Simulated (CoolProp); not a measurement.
n-pentane at 298.15 K and 0.434 MPa is throttled through a valve to 0.0129 MPa with no heat exchange. Each further row changes one setting.

Model: reference Helmholtz-energy equation of state, Thol 2019, in CoolProp.

| case | temperature change (K) | final phase | final density (kg/m³) |
|---|---|---|---|
| as stated | -38.2 | two-phase, vapour fraction 0.218 | 1.99 |
| outlet pressure 0.00387 MPa | -59.5 | two-phase, vapour fraction 0.320 | 0.441 |
| outlet pressure 0.0168 MPa | -33.0 | two-phase, vapour fraction 0.190 | 2.91 |
